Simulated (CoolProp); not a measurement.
Values from CoolProp's reference Helmholtz-energy equation of state, Schmidt 1985.

Problem. Give the vapour pressure (bar), vapour density (kg/m³), enthalpy of vaporisation (kJ/kg), surface tension (mN/m) of saturated oxygen at -144.95, -129.45 °C.

Solution. 
```
T (°C)   p (bar)  vapour density (kg/m³)  enthalpy of vaporisation (kJ/kg)  surface tension (mN/m)
-------  -------  ----------------------  --------------------------------  ----------------------
-144.95     16.0                    62.1                               157                    4.41
-129.45     32.7                     144                               112                    1.49
```

Surface tension comes from a separate correlation (Mulero 2012).
